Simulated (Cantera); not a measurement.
A Cantera script and what it prints.

```python
import numpy as np
import cantera as ct

gas_names = """
    Mg
""".split()
cond_names = """
    I2(cr) I2(L) MgI2(s) MgI2(L)
""".split()


# ... load() reads the species with a 1 bar reference pressure and builds the phases ...
species = {s.name: s for s in load("nasa_gas.yaml", gas_names) + load("nasa_condensed.yaml", cond_names)}
# Each term lists the table entries of one substance; the one whose range holds T is used.
reactions = {
    'I2 + Mg(g) = MgI2':
        [(-1, ['I2(cr)', 'I2(L)']), (-1, ['Mg']), (1, ['MgI2(s)', 'MgI2(L)'])],
}


def pick(names, T):
    return next(species[n] for n in names if species[n].thermo.min_temp <= T <= species[n].thermo.max_temp)


results = []
for label, terms in reactions.items():
    print(label)
    print("     T/K   dH/kJ  dS/(J/K)   dG/kJ   log10 K")
    for T in [375, 400, 425, 450, 475, 500, 525]:
        used = [(nu, pick(names, T)) for nu, names in terms]
        dH = sum(nu * s.thermo.h(T) for nu, s in used) / 1e6
        dS = sum(nu * s.thermo.s(T) for nu, s in used) / 1e3
        dG = dH - T * dS / 1e3
        logK = -dG * 1e6 / (ct.gas_constant * T * np.log(10))
        results.append((label, T, dH, dS, dG, logK, [s.name for _, s in used]))
        print(f"{T:8g} {dH:8.1f} {dS:8.1f} {dG:8.1f} {logK:8.2f}")
```

Output:

```
I2 + Mg(g) = MgI2
     T/K   dH/kJ  dS/(J/K)   dG/kJ   log10 K
     375   -514.2   -135.4   -463.4    64.55
     400   -530.2   -176.8   -459.5    60.00
     425   -530.7   -178.1   -455.0    55.92
     450   -531.2   -179.3   -450.6    52.30
     475   -531.7   -180.4   -446.1    49.05
     500   -532.2   -181.4   -441.5    46.13
     525   -532.7   -182.3   -437.0    43.48
```

Standard-state values (1 bar) from the NASA 1993 polynomials, evaluated with Cantera. Condensed species are held in their standard states even where they would react or evaporate.
